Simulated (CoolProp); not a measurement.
Vapour-liquid equilibrium of isohexane (1) + n-heptane (2) at 334.4 K; x and y are mole fractions of (1).

The numbers come from the multi-fluid Helmholtz-energy mixture model, Lemmon 2006 and Span 2003; pair parameters Bell 2016 in CoolProp.

**Question.** Give the bubble pressure and the first vapour's composition at x = 0.05, 0.5, 0.725. Is there an azeotrope?

**Answer.** x = 0.05: 0.03316 MPa, y = 0.155; x = 0.5: 0.06641 MPa, y = 0.771; x = 0.725: 0.08341 MPa, y = 0.899. No azeotrope shows between x = 0.05 and 0.95.

The pair parameters rest on a limited set of measurements; away from them the model extrapolates.
